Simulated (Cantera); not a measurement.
Low-pressure radical oxidation in H2/O2

An isothermal, constant-pressure homogeneous reactor starts with 20.6 % H2, 55.6 % O2, 22.2 % N2, 1.61 % H2O, equivalence ratio 0.18, at 1373 K and 0.0267 bar.

Detailed kinetics in Cantera: GRI-Mech 3.0 (53 species, 325 reactions). Radical loss at walls, strong at low pressure, is not modelled. The temperature is held fixed by assumption; the heat of reaction is taken as removed at once.

```tsv
t (s)	x H2	x O2	x H2O2	x OH	x H	x NO	x O
8.00e-6	0.206	0.556	1.50e-11	4.41e-9	2.64e-8	<1e-12	4.87e-9
3.53e-5	0.206	0.556	2.88e-10	6.11e-8	1.72e-7	<1e-12	7.79e-8
0.000156	0.206	0.556	5.46e-9	1.39e-5	3.44e-5	<1e-12	1.84e-5
0.000690	0.0135	0.440	4.12e-7	0.0154	0.0673	3.82e-7	0.0714
0.00305	0.0103	0.460	4.66e-7	0.0138	0.0395	2.34e-6	0.0493
0.0135	0.00251	0.494	3.78e-7	0.00700	0.00405	3.82e-6	0.0107
0.0594	0.000137	0.504	9.70e-8	0.00165	5.04e-5	3.91e-6	0.000573
0.263	1.09e-5	0.505	2.00e-8	0.000469	1.14e-6	3.91e-6	4.59e-5
1.16	1.61e-6	0.505	4.94e-9	0.000181	6.55e-8	3.91e-6	6.83e-6
5.12	6.51e-7	0.505	2.71e-9	0.000115	1.70e-8	3.91e-6	2.77e-6
22.6	6.35e-7	0.505	2.67e-9	0.000114	1.64e-8	3.91e-6	2.70e-6
100	6.35e-7	0.505	2.67e-9	0.000114	1.64e-8	3.92e-6	2.70e-6
```
x: mole fraction; the columns are a selection and need not sum to one.

Equilibrium at this temperature and pressure: H2 6.35e-7, O2 0.505, H2O2 2.67e-9, OH 0.000114, H 1.64e-8, NO 0.000542, O 2.70e-6 (gas phase only).
